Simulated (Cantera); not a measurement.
An adiabatic, constant-pressure homogeneous reactor starts with CH4 : O2 : N2 = 1 : 1.33 : 5.01 (molar parts), at 1325 K and 9.30 bar. Integrator tolerance rtol = 1e-08.

Detailed kinetics in Cantera: GRI-Mech 3.0 (53 species, 325 reactions).

What does this change do: 0.19 parts H2 added?


| quantity | before | after |
|---|---|---|
| time of steepest temperature rise | 1.48 ms | 0.438 ms |
| temperature at 2.00 s | 2686 K | 2662 K |
| equilibrium temperature | 2686 K | 2662 K |
| x(CH4) at 2.00 s | 2.99e-11 (gas-phase equilibrium 3.38e-11) | 6.07e-11 (gas-phase equilibrium 6.86e-11) |
| x(O2) at 2.00 s | 0.000110 (gas-phase equilibrium 0.000110) | 6.05e-5 (gas-phase equilibrium 6.05e-5) |
| x(H) at 2.00 s | 0.00485 (gas-phase equilibrium 0.00485) | 0.00489 (gas-phase equilibrium 0.00489) |
| x(C2H4) at 2.00 s | <1e-12 (gas-phase equilibrium <1e-12) | <1e-12 (gas-phase equilibrium <1e-12) |
| x(C2H6) at 2.00 s | <1e-12 (gas-phase equilibrium <1e-12) | <1e-12 (gas-phase equilibrium <1e-12) |
| x(HO2) at 2.00 s | 1.77e-7 (gas-phase equilibrium 1.77e-7) | 1.07e-7 (gas-phase equilibrium 1.07e-7) |

What does this change do: initial temperature 1325 to 1075 K?


```tsv
quantity	before	after
time of steepest temperature rise	1.48 ms	33.5 ms
temperature at 2.00 s	2686 K	2493 K
equilibrium temperature	2686 K	2493 K
x(CH4) at 2.00 s	2.99e-11 (gas-phase equilibrium 3.38e-11)	6.50e-11 (gas-phase equilibrium 7.32e-11)
x(O2) at 2.00 s	0.000110 (gas-phase equilibrium 0.000110)	1.86e-5 (gas-phase equilibrium 1.86e-5)
x(H) at 2.00 s	0.00485 (gas-phase equilibrium 0.00485)	0.00221 (gas-phase equilibrium 0.00221)
x(C2H4) at 2.00 s	<1e-12 (gas-phase equilibrium <1e-12)	<1e-12 (gas-phase equilibrium <1e-12)
x(C2H6) at 2.00 s	<1e-12 (gas-phase equilibrium <1e-12)	<1e-12 (gas-phase equilibrium <1e-12)
x(HO2) at 2.00 s	1.77e-7 (gas-phase equilibrium 1.77e-7)	2.93e-8 (gas-phase equilibrium 2.93e-8)
```
